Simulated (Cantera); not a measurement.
Input (Python, Cantera):

```python
import numpy as np
import cantera as ct

surf = ct.Interface("ptcombust.yaml", "Pt_surf")
gas = surf.adjacent["gas"]
gas.TPX = 300, 18000, {'CH4': 0.031, 'O2': 0.083, 'N2': 0.79}
jet = ct.ImpingingJet(gas=gas, width=0.059, surface=surf)
jet.inlet.mdot, jet.inlet.T, jet.inlet.X = 0.047, 300, {'CH4': 0.031, 'O2': 0.083, 'N2': 0.79}
jet.set_refine_criteria(ratio=10, slope=0.2, curve=0.3)
show, cover = ['CH4', 'O2', 'H2O', 'OH', 'CO', 'CO2'], ["PT(S)", "H(S)", "O(S)", "OH(S)", "CO(S)", "C(S)"]

rows = []
print(f"{'Ts/K':>7s}" + "".join(f"{s:>11s}" for s in show + cover) + "   (gas at the wall, coverages)")
for i, Ts in enumerate([950, 1000, 1050, 1100, 1150, 1200, 1250, 1300]):
    jet.surface.T = Ts
    if i == 0:
        surf.TP = Ts, 18000
        surf.coverages = "PT(S):0.5, O(S):0.5"
        surf.advance_coverages(1.0)
        jet.set_initial_guess(products="inlet")
    jet.solve(loglevel=0, auto=(i == 0))
    rows.append([*(jet.X[gas.species_index(s), -1] for s in show), *surf[cover].coverages])
    print(f"{Ts:7g}" + "".join(f"{x:11.3e}" for x in rows[-1]))
```

It prints:

```
   Ts/K        CH4         O2        H2O         OH         CO        CO2      PT(S)       H(S)       O(S)      OH(S)      CO(S)       C(S)   (gas at the wall, coverages)
    950  9.185e-03  3.852e-02  4.669e-02  8.094e-08  5.093e-06  3.079e-02  2.872e-01  3.623e-07  7.106e-01  2.245e-03  1.029e-05  4.921e-08
   1000  6.061e-03  3.196e-02  5.235e-02  2.100e-07  4.636e-06  3.459e-02  3.669e-01  7.622e-07  6.310e-01  2.106e-03  6.733e-06  4.207e-08
   1050  4.289e-03  2.826e-02  5.549e-02  4.869e-07  4.450e-06  3.671e-02  4.433e-01  1.407e-06  5.548e-01  1.891e-03  4.481e-06  3.566e-08
   1100  3.226e-03  2.608e-02  5.731e-02  1.032e-06  4.478e-06  3.794e-02  5.155e-01  2.383e-06  4.828e-01  1.659e-03  3.099e-06  3.071e-08
   1150  2.553e-03  2.476e-02  5.840e-02  2.028e-06  4.707e-06  3.867e-02  5.824e-01  3.785e-06  4.161e-01  1.436e-03  2.237e-06  2.709e-08
   1200  2.103e-03  2.397e-02  5.905e-02  3.732e-06  5.136e-06  3.908e-02  6.438e-01  5.733e-06  3.549e-01  1.232e-03  1.686e-06  2.453e-08
   1250  1.788e-03  2.353e-02  5.941e-02  6.486e-06  5.801e-06  3.926e-02  6.991e-01  8.353e-06  2.998e-01  1.050e-03  1.323e-06  2.273e-08
   1300  1.556e-03  2.336e-02  5.958e-02  1.071e-05  6.765e-06  3.926e-02  7.480e-01  1.179e-05  2.511e-01  8.911e-04  1.077e-06  2.145e-08
```

Cantera simulation using Deutschmann's 1995 Pt surface mechanism with GRI-Mech 3.0 gas chemistry; the numbers are that mechanism's predictions, not measurements. Catalytic surfaces can have several steady states; this one follows from the mechanism file's or the stated starting coverage.
